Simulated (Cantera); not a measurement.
A perfectly stirred reactor is fed with CH4 : O2 : N2 : H2O = 1 : 3.51 : 13.2 : 3.2 (molar parts), equivalence ratio 0.57, at 5.00 bar; it is adiabatic with a 675 K inlet, and is followed from long to short residence time, starting on the burning branch (τ in s: 0.045, 0.026, 0.015, 0.0089, 0.0051, 0.003, 0.0017, 0.001, 0.00058, 0.00034, 0.0002, 0.00011, 6.6e-05).

Detailed kinetics in Cantera: GRI-Mech 3.0 (53 species, 325 reactions).

x: mole fraction; the columns are a selection and need not sum to one.

```tsv
τ (s)	T (K)	x CH4	x O2	x H2O	x OH	x C2H4	x C2H2	x CH2
0.045	1702	1.54e-5	0.0722	0.248	[?]	1.34e-8	1.97e-8	1.86e-8
0.026	1700	2.29e-5	0.0723	0.248	[?]	2.82e-8	3.75e-8	3.17e-8
0.015	1699	3.40e-5	0.0723	0.248	[?]	5.72e-8	6.80e-8	5.38e-8
0.0089	1697	4.94e-5	0.0725	0.248	[?]	1.10e-7	1.16e-7	8.82e-8
0.0051	1693	7.39e-5	0.0726	0.248	[?]	2.17e-7	2.00e-7	1.48e-7
0.0030	1689	0.000110	0.0729	0.248	[?]	4.18e-7	3.31e-7	2.41e-7
0.0017	1681	0.000172	0.0734	0.247	0.000862	8.63e-7	5.74e-7	3.98e-7
0.0010	1669	0.000273	0.0743	0.247	0.000901	1.82e-6	1.00e-6	6.23e-7
0.00058	1646	0.000496	0.0760	0.245	0.000842	4.95e-6	2.10e-6	9.41e-7
0.00034	675	0.0478	0.168	0.153	<1e-12	<1e-12	<1e-12	<1e-12
0.00020	675	0.0478	0.168	0.153	<1e-12	<1e-12	<1e-12	<1e-12
0.00011	675	0.0478	0.168	0.153	<1e-12	<1e-12	<1e-12	<1e-12
6.6e-5	675	0.0478	0.168	0.153	<1e-12	<1e-12	<1e-12	<1e-12
```

### Question
Complete the blanks.

### Answer

- 0.045, x OH: 0.000444
- 0.026, x OH: 0.000497
- 0.015, x OH: 0.000560
- 0.0089, x OH: 0.000628
- 0.0051, x OH: 0.000708
- 0.0030, x OH: 0.000786
